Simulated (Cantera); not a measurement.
A closed system holds: 1 mol B₂H₆, 23 mol NH₃, 100 mol H₂, equilibrated at 2298.15 K and 0.00250 bar.

Equilibrium computed with Cantera from the NASA thermochemical tables; the gas is ideal and each condensed phase is pure. Candidate condensed phases: B, BN; 15 gas species. The feed counts by its element totals alone. The tables' values for BH₂ are old estimates; treat these amounts as uncertain. Kinetics and transport are ignored.

Base state: H₂ 0.757, H 0.167, N₂ 0.0704, B 0.00396, BH₂ 0.00156, BH 0.000152, BN 2.92e-5 (mole fractions); condensed: B(s).

Problem. What changes in the equilibrium state with this change: temperature from 2298.15 K to 2398.15 K?

Solution. 
```json
[
 {"species": "H₂", "before": "0.757", "after": "0.665"},
 {"species": "H", "before": "0.167", "after": "0.257"},
 {"species": "N₂", "before": "0.0704", "after": "0.0665"},
 {"species": "B", "before": "0.00396", "after": "0.00971"},
 {"species": "BN", "before": "2.92e-5", "after": "5.74e-5"},
 {"species": "BH", "before": "0.000152", "after": "0.000267"},
 {"species": "BH₂", "before": "0.00156", "after": "0.00153"},
 {"species": "B(s), mol", "before": "1.07", "after": "0"}
]
```

Problem. What changes in the equilibrium state with this change: B₂H₆ replaced by B₂O₃?

Solution. 
```tsv
species	before	after
H₂	0.757	0.746
H	0.167	0.166
N₂	0.0704	0.0714
BO	0	0.00772
H₂O	0	0.00452
HBO	0	0.00310
HBO₂	0	0.00137
OH	0	0.000161
B₂O₃	0	6.59e-5
B(s), mol	1.07	0
```
Further candidate phases: B₂O₃, B₃O₃H₃, H₂O.
